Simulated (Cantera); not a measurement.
**Gas-phase reforming**

A perfectly stirred reactor is fed with CH₄ : CO₂ : H₂ : H₂O = 1 : 2.1 : 0.53 : 0.0053 (molar parts), at 6.20 bar; it is held at 1850 K, and followed from long to short residence time.

Detailed kinetics in Cantera: GRI-Mech 3.0 (53 species, 325 reactions).

```
τ (s)      x CH₄   x CO₂   x H₂     x HO₂    x CO     x CH₃       x H
-------  -------  ------  -----  --------  ------  --------  --------
3.4      0.00230  0.0577  0.304    <1e-12   0.492   1.81e-5  0.000119
1.1      0.00483  0.0607  0.297    <1e-12   0.488   3.84e-5  0.000118
0.34     0.00919  0.0683  0.281    <1e-12   0.476   7.50e-5  0.000114
0.11      0.0155  0.0836  0.253  1.12e-12   0.452  0.000132  0.000108
0.035     0.0245   0.112  0.216  1.87e-12   0.409  0.000224   9.87e-5
0.011     0.0388   0.160  0.179  3.17e-12   0.346  0.000375   8.71e-5
0.0035    0.0650   0.237  0.163  4.47e-12   0.261  0.000615   7.78e-5
0.0011     0.115   0.354  0.173  4.80e-12   0.157  0.000962   7.37e-5
0.00035    0.179   0.471  0.180  4.06e-12  0.0681   0.00134   6.93e-5
0.00011    0.231   0.540  0.167  3.01e-12  0.0221   0.00162   6.10e-5
```
x: mole fraction; the columns are a selection and need not sum to one.
